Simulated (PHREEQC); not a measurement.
Dissolve 0.009 mol/kgw NH3, 0.01 mol/kgw CO2 and 0.39 mol/kgw K3PO4 at 55 °C. Closed to the air; pH follows from the charge balance.

Model: ion-association model, phreeqc.dat, run in PHREEQC.

Precipitation was switched off in this run.

Order these P species by the share of P that they hold, largest first: KHPO4-, PO4-3, HPO4-2.

PO4-3 (85 %), HPO4-2 (12 %), KHPO4- (3.0 %)

The pH is 11.45 and the ionic strength 2.21 mol/kgw. Caution: at this ionic strength the ion-association model is outside its range; a Pitzer model would be the better tool where its parameters exist. Complexes and solids missing from the database can't appear. Constants without temperature data keep their 25 °C values here.
